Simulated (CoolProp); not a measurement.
Vapour-liquid equilibrium of C2F6 (R116) (1) + R22 (2) at 2.93 bar; x and y are mole fractions of (1).

Model: multi-fluid Helmholtz-energy mixture model, Lemmon 2006 and Kamei 1995; pair parameters Bell 2016, in CoolProp.

```
x      bubble temperature, mixture model (°C)  bubble temperature, Raoult's law (°C)  y, mixture model  y, Raoult's law
-----  --------------------------------------  -------------------------------------  ----------------  ---------------
0.05                                    -30.5                                  -19.3             0.457            0.183
0.125                                   -42.4                                  -24.6             0.693            0.388
0.2                                         ?                                  -29.1             0.769            0.536
0.275                                   -49.9                                  -33.1             0.800            0.645
0.35                                    -51.1                                  -36.6                 ?            0.728
0.425                                   -51.8                                  -39.7             0.825            0.791
0.5                                     -52.3                                  -42.5                 ?            0.841
0.575                                   -52.7                                  -45.0             0.842            0.880
0.65                                        ?                                  -47.3             0.853            0.912
0.725                                   -53.8                                  -49.4             0.868            0.938
0.8                                         ?                                  -51.3                 ?            0.959
0.875                                   -55.0                                  -53.1             0.919            0.977
0.95                                    -55.5                                  -54.7             0.962            0.991
```

Q: Some entries are withheld; supply them.

A: 
- 0.2, bubble temperature, mixture model (°C): -47.6
- 0.35, y, mixture model: 0.816
- 0.5, y, mixture model: 0.833
- 0.65, bubble temperature, mixture model (°C): -53.2
- 0.8, bubble temperature, mixture model (°C): -54.4
- 0.8, y, mixture model: 0.890

The largest gap from Raoult's law is -18.5 K in bubble temperature, at x = 0.2. No azeotrope shows between x = 0.05 and 0.95.

Pair parameters are fitted to limited data, so mixtures are less certain than the pure fluids. With so large a gap from Raoult's law the liquid may split in two, which this calculation doesn't test in full.
